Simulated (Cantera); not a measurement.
# Boron, boron nitride and boron oxide: B₂O₃ + H₂O + N₂

A closed system holds: 1 mol B₂O₃, 0.12 mol H₂O, a varied amount of N₂, held at 1398.15 K and 24.0 Pa.

Cantera equilibrium calculation (NASA polynomials, part measured and part estimated; ideal gas, pure solids and liquids). Candidate condensed phases: B, BN, B₂O₃, B₃O₃H₃, H₂O; 39 gas species. Rates play no part.

From 0.13 mol N₂ to 5.7 mol N₂ the condensed part is B₂O₃(l). The main B-bearing gas is HBO₂ throughout. The share of B in condensed phases is highest at 0.13 mol N₂ (95.3 %) and lowest at 5.7 mol N₂ (84.2 %).

```csv
n(N₂) (mol),log p N₂,log p HBO₂,log p H₂O,log p B₂O₃,log p H₂,log p O₂,log p BO₂,log p OH,n B₂O₃(l)
0.13,-3.98,-4.15,-4.22,-5.64,-6.92,-7.31,-7.62,-7.79,0.953
0.25,-3.85,-4.24,-4.41,-5.64,-7.04,-7.45,-7.66,-7.92,0.945
0.46,-3.77,-4.36,-4.64,-5.64,-7.19,-7.62,-7.70,-8.08,0.935
0.87,-3.71,-4.51,-4.94,-5.64,-7.38,-7.85,-7.75,-8.28,0.921
1.6,-3.68,-4.68,-5.28,-5.64,-7.58,-8.11,-7.82,-8.52,0.903
3,-3.65,-4.87,-5.67,-5.64,-7.81,-8.44,-7.90,-8.79,0.878
5.7,-3.64,-5.09,-6.11,-5.64,-8.05,-8.84,-8.00,-9.12,0.842
```
log p: log10 of the partial pressure in bar; n: condensed amount in mol.
